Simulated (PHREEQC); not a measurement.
**Metal-bearing waste water**

Solution (25 °C): 0.0016 mol/kgw FeCl3 and 0.00055 mol/kgw ZnCl2. It is in equilibrium with CO2 at log p = -3.5 (atm). Otherwise closed; pH follows from the charge balance.

Computed with PHREEQC (ion-association model, phreeqc.dat).

```json
{
 "pH": "2.87",
 "ionic_strength": "0.00867 mol/kgw",
 "total_alkalinity": "-3.20 meq/kg"
}
```

| species | molality | activity | log γ |
|---|---|---|---|
| Cl- | 0.00586 | 0.00531 | -0.043 |
| H+ | 0.00146 | 0.00134 | -0.037 |
| FeOH+2 | 0.000966 | 0.000661 | -0.165 |
| Zn+2 | 0.000544 | 0.000372 | -0.165 |
| Fe+3 | 0.000296 | 0.000137 | -0.335 |
| Fe(OH)2+ | 0.000180 | 0.000164 | -0.041 |
| Fe2(OH)2+4 | 5.56e-5 | 1.18e-5 | -0.674 |

Precipitation was switched off in this run. Saturation is exceeded, for instance for Hematite (slow to form), Goethite (slow to form); the values hold only as long as no solid forms.
